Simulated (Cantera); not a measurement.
Feed: 1 mol Al(CH3)3, 190 mol NH3, 4 mol N2, held at 1025 K and 0.100 bar.

Method: chemical equilibrium by Gibbs-energy minimisation in Cantera with the NASA 1993 tables (ideal gas, pure condensed phases). Candidate condensed phases: Al, AlN, C, C6H6, C7H8, C8H18; 97 gas species. The feed counts by its element totals alone. Rates play no part.

Base state: H2 0.741, N2 0.255, CH4 0.00404, NH3 1.59e-5 (mole fractions); condensed: AlN(s) + C(graphite).

Question: What changes in the equilibrium state with this change: temperature from 1025 K to 1275 K?

Answer: 
| species | before | after |
|---|---|---|
| H2 | 0.741 | 0.745 |
| N2 | 0.255 | 0.254 |
| CH4 | 0.00404 | 0.000515 |
| HCN | 3.33e-6 | 7.08e-5 |
| NH3 | 1.59e-5 | 4.45e-6 |
| AlN(s), mol | 1.00 | 1.00 |
| C(graphite), mol | 1.44 | 2.77 |

Question: What changes in the equilibrium state with this change: pressure from 0.100 bar to 0.133 bar?

Answer: 
| species | before | after |
|---|---|---|
| H2 | 0.741 | 0.739 |
| N2 | 0.255 | 0.255 |
| CH4 | 0.00404 | 0.00536 |
| NH3 | 1.59e-5 | 2.12e-5 |
| AlN(s), mol | 1.00 | 1.00 |
| C(graphite), mol | 1.44 | 0.931 |
